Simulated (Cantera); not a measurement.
What does this Cantera script print?

```python
import numpy as np
import cantera as ct

gas = ct.Solution("SiF4_NH3_mec.yaml", "gas")
gas.TPX = 1698, 101325, {'NH3': 1, 'N2': 3.1}
reactor = ct.IdealGasConstPressureReactor(gas, energy="off", clone=False)
net = ct.ReactorNet([reactor])
net.rtol, net.atol = 1e-08, 1e-18
show = ['NH3', 'N2H2', 'H2', 'H', 'N2', 'NH']
times = np.geomspace(1e-05, 50, 10)

steps = ct.SolutionArray(gas, extra=["t"])
rows = []
print(f"{'t/s':>10s}{'T/K':>9s}{'P/Pa':>11s}" + "".join(f"{s:>11s}" for s in show))
for t in times:
    while net.time < t:
        t_next = net.step()
        steps.append(gas.state, t=t_next)
    rows.append([np.interp(t, steps.t, y) for y in (steps.T, steps.P, *steps(*show).X.T)])
    print(f"{t:10.3e}{rows[-1][0]:9.1f}{rows[-1][1]:11.4g}" + "".join(f"{x:11.3e}" for x in rows[-1][2:]))
rate = np.gradient(steps.T, steps.t)
print("integrator steps:", len(steps.t))
if steps.T.max() > steps.T[0] + 200:
    print(f"time of steepest temperature rise: {steps.t[rate.argmax()]:.4e} s")
gas.TPX = 1698, 101325, {'NH3': 1, 'N2': 3.1}
gas.equilibrate("TP")
print(f"equilibrium (TP): T = {gas.T:.1f} K  " + "  ".join(f"{s} {gas[s].X[0]:.3e}" for s in show))
```

It prints:

```
       t/s      T/K       P/Pa        NH3       N2H2         H2          H         N2         NH
 1.000e-05   1698.0  1.013e+05  2.439e-01  8.267e-12  5.164e-07  1.868e-08  7.561e-01  2.181e-11
 5.550e-05   1698.0  1.013e+05  2.439e-01  4.976e-10  2.956e-06  1.875e-08  7.561e-01  1.283e-09
 3.081e-04   1698.0  1.013e+05  2.439e-01  1.933e-08  1.754e-05  2.204e-08  7.561e-01  5.590e-08
 1.710e-03   1698.0  1.013e+05  2.437e-01  2.503e-07  2.041e-04  8.533e-08  7.560e-01  3.887e-07
 9.491e-03   1698.0  1.013e+05  2.424e-01  2.823e-07  1.768e-03  3.769e-07  7.558e-01  4.667e-07
 5.268e-02   1698.0  1.013e+05  2.353e-01  2.683e-07  1.027e-02  1.845e-06  7.543e-01  6.041e-07
 2.924e-01   1698.0  1.013e+05  2.015e-01  2.075e-07  5.108e-02  8.677e-06  7.473e-01  7.185e-07
 1.623e+00   1698.0  1.013e+05  1.030e-01  7.150e-08  1.699e-01  3.216e-05  7.271e-01  5.318e-07
 9.008e+00   1698.0  1.013e+05  1.883e-02  4.168e-09  2.714e-01  6.514e-05  7.097e-01  1.618e-07
 5.000e+01   1698.0  1.013e+05  2.481e-03  9.092e-11  2.911e-01  7.674e-05  7.064e-01  2.583e-08
integrator steps: 1469
equilibrium (TP): T = 1698.0 K  NH3 4.914e-06  N2H2 6.728e-14  H2 2.941e-01  H 7.841e-05  N2 7.059e-01  NH 5.239e-11
```

Detailed kinetics in Cantera: the gas-phase N/H chemistry of the illustrative SiF4/NH3 mechanism in the Surface Chemkin manual (1991). Walls and surfaces, which speed up NH3 decomposition in real reactors, are not modelled.
